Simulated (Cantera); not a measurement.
Input: 1 mol CH3Cl, 1.6 mol H2, 0.68 mol CH4, at 0.00600 bar.

Equilibrium computed with Cantera from the NASA thermochemical tables; the gas is ideal and each condensed phase is pure. Candidate condensed phases: C, C6H6, C7H8, C8H18; 91 gas species. Kinetics and transport are ignored. All values below are at 1775 °C.

Base state: H2 0.775, HCl 0.194, H 0.0255, Cl 0.00471, C2H2 (acetylene) 0.000813 (mole fractions); condensed: C(graphite).

Task: What changes in the equilibrium state with this change: CH3Cl replaced by c-C4F8?

Result: 
```csv
species,before,after
HF,0,0.872
CF2,0,0.0445
CF4,0,0.0439
H2,0.775,1.12e-7
HCl,0.194,0
F,0,0.0375
H,0.0255,9.67e-6
Cl,0.00471,0
CF3,0,0.00137
C2H2 (acetylene),0.000813,<1e-9
CF,0,0.000219
"C(graphite), mol",1.67,4.07
```
The feed counts by its element totals alone. Gases not in the tables: C2F6 and larger saturated fluorocarbons.

Task: What changes in the equilibrium state with this change: CH3Cl replaced by CH3F?

Result: 
| species | before | after |
|---|---|---|
| H2 | 0.775 | 0.775 |
| HF | 0 | 0.199 |
| H | 0.0255 | 0.0254 |
| HCl | 0.194 | 0 |
| Cl | 0.00471 | 0 |
| C2H2 (acetylene) | 0.000813 | 0.000812 |
| C(graphite), mol | 1.67 | 1.67 |

Task: What changes in the equilibrium state with this change: pressure from 0.00600 bar to 9.70e-5 bar?

Result: 
```
species             before     after
----------------  --------  --------
H2                   0.775     0.638
H                   0.0255     0.182
HCl                  0.194     0.149
Cl                 0.00471    0.0314
C2H2 (acetylene)  0.000813  0.000668
C(graphite), mol      1.67      1.67
```
